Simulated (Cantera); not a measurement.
Charge: 1 mol FeS, 0.08 mol SO2, 17 mol N2, held at 0.570 bar.

Cantera equilibrium calculation (NASA polynomials, part measured and part estimated; ideal gas, pure solids and liquids). Candidate condensed phases: Fe, FeO, FeS, FeSO4, FeS2, Fe2O3, Fe2(SO4)3, Fe3O4, S; 19 gas species. FeS: taken at fixed stoichiometry. Gases not in the tables: S3 to S7. Kinetics and transport are ignored.

Question: At 948 K, list the 3 most abundant gas species with their mole fractions, and the condensed phases.

Answer: N2 0.995, SO2 0.00445, S2 0.000278. Condensed: FeS(s) + Fe3O4(s).
